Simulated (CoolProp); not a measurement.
Vapour-liquid equilibrium of ethane (1) + hydrogen chloride (2) at 183.3 K; x and y are mole fractions of (1).

Model: multi-fluid Helmholtz-energy mixture model, Bücker 2006 and Thol 2018; pair parameters Bell 2016, in CoolProp.

Q: Give the bubble pressure and the first vapour's composition at x = 0.25, 0.35, 0.75. Is there an azeotrope?

A: x = 0.25: 126.4 kPa, y = 0.479; x = 0.35: 129.2 kPa, y = 0.506; x = 0.75: 127.0 kPa, y = 0.615. y crosses x between x = 0.45 and 0.55: the model has an azeotrope there.

Pair parameters are fitted to limited data, so mixtures are less certain than the pure fluids. With so large a gap from Raoult's law the liquid may split in two, which this calculation doesn't test in full.
